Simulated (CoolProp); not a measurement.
Vapour-liquid equilibrium of carbon dioxide (1) + 1-butene (2) at 232.2 K; x and y are mole fractions of (1).

Model: multi-fluid Helmholtz-energy mixture model, Span 1996 and Lemmon 2005; pair parameters Bell 2016, in CoolProp.

```tsv
x	bubble pressure, mixture model (MPa)	bubble pressure, Raoult's law (MPa)	y, mixture model	y, Raoult's law
0.05	0.08591	0.06819	0.765	0.711
0.2	0.2900	0.2106	0.937	0.921
0.35	0.4690	0.3529	0.965	0.962
0.5	0.6036	0.4953	0.976	0.979
0.65	0.7057	0.6376	0.982	0.989
0.8	0.8018	0.7800	0.988	0.995
0.95	0.9206	0.9224	0.996	0.999
```

The largest gap from Raoult's law is +37.7 % in bubble pressure, at x = 0.2. No azeotrope shows between x = 0.05 and 0.95.

Pair parameters are fitted to limited data, so mixtures are less certain than the pure fluids.
